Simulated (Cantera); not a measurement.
A Cantera script and its output.

```python
import numpy as np
import cantera as ct

gas = ct.Solution("gri30.yaml")
gas.TPX = 500, 500000, {'CH4': 1, 'O2': 1.33, 'N2': 5.01}
flame = ct.FreeFlame(gas, width=0.013)
flame.set_refine_criteria(ratio=3, slope=0.08, curve=0.16)
flame.transport_model = "mixture-averaged"
flame.solve(loglevel=0, auto=True)
z, T = flame.grid, flame.T
thick = (T[-1] - T[0]) / np.gradient(T, z).max()
show = ['CH4', 'O2', 'C2H2', 'H', 'CH2CO', 'CH3']
print(f"laminar burning velocity  {flame.velocity[0] * 100:.3f} cm/s")
print(f"burnt temperature         {T[-1]:.1f} K")
print(f"thermal thickness         {thick * 1e3:.4f} mm")
print(f"grid points               {len(z)}")
z0 = z[flame.heat_release_rate.argmax()]
print(f"{'z/mm':>9s}{'T/K':>9s}{'u/(m/s)':>9s}" + "".join(f"{s:>11s}" for s in show))
rows = []
for k in (-3, -2, -1.5, -1, -0.5, -0.25, 0, 0.25, 0.5, 1, 2, 4, 8):
    zz = z0 + k * thick
    rows.append([k * thick, np.interp(zz, z, T), np.interp(zz, z, flame.velocity),
                 *(np.interp(zz, z, flame.X[gas.species_index(s)]) for s in show)])
    print(f"{rows[-1][0] * 1e3:9.3f}{rows[-1][1]:9.1f}{rows[-1][2]:9.3f}" + "".join(f"{x:11.3e}" for x in rows[-1][3:]))
```

Output:

```
laminar burning velocity  18.120 cm/s
burnt temperature         2044.1 K
thermal thickness         0.2822 mm
grid points               121
     z/mm      T/K  u/(m/s)        CH4         O2       C2H2          H      CH2CO        CH3
   -0.847    501.2    0.182  1.355e-01  1.804e-01  2.167e-07  5.459e-16  2.449e-08  5.198e-10
   -0.564    511.3    0.187  1.338e-01  1.787e-01  3.128e-06  9.390e-14  4.811e-07  5.375e-09
   -0.423    541.1    0.199  1.306e-01  1.757e-01  1.534e-05  3.011e-12  2.850e-06  2.518e-08
   -0.282    672.4    0.251  1.194e-01  1.639e-01  1.009e-04  8.366e-10  2.468e-05  3.939e-07
   -0.141   1115.4    0.426  8.300e-02  1.188e-01  6.222e-04  2.597e-06  2.050e-04  6.187e-05
   -0.071   1481.4    0.573  5.123e-02  7.553e-02  1.359e-03  4.122e-05  4.688e-04  5.377e-04
    0.000   1820.2    0.711  2.150e-02  3.126e-02  3.043e-03  3.026e-04  4.959e-04  1.595e-03
    0.071   1985.1    0.779  8.893e-03  9.368e-03  4.203e-03  5.483e-04  1.793e-04  1.284e-03
    0.141   2037.6    0.800  5.413e-03  2.994e-03  4.219e-03  5.026e-04  6.972e-05  7.567e-04
    0.282   2059.4    0.809  3.495e-03  4.777e-04  3.877e-03  3.554e-04  2.332e-05  3.520e-04
    0.564   2059.7    0.810  2.297e-03  2.809e-05  3.209e-03  2.916e-04  1.167e-05  1.834e-04
    1.129   2054.5    0.810  1.418e-03  3.783e-07  2.110e-03  2.850e-04  6.948e-06  1.048e-04
    2.258   2049.2    0.811  7.426e-04  1.504e-07  8.932e-04  2.813e-04  2.865e-06  5.156e-05
```

Cantera simulation using GRI-Mech 3.0 (53 species, 325 reactions); the numbers are that mechanism's predictions, not measurements. Burning velocities carry a grid error of a few per cent, more on coarse grids.
